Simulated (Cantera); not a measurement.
A closed system holds: 1 mol CF₄, 4 mol H₂, held at 1.40e-5 bar.

These are equilibrium values from Cantera (NASA tables, ideal gas, pure condensed phases), not measurements of a reactor. Candidate condensed phases: C, C₆H₆, C₇H₈, C₈H₁₈; 95 gas species. Kinetics and transport are ignored.

**Question.** At 1577 °C, list the 4 most abundant gas species with their mole fractions, and the condensed phases.

**Answer.** HF 0.641, H₂ 0.282, H 0.0765, C₂H₂ (acetylene) 7.38e-5. Condensed: C(graphite).
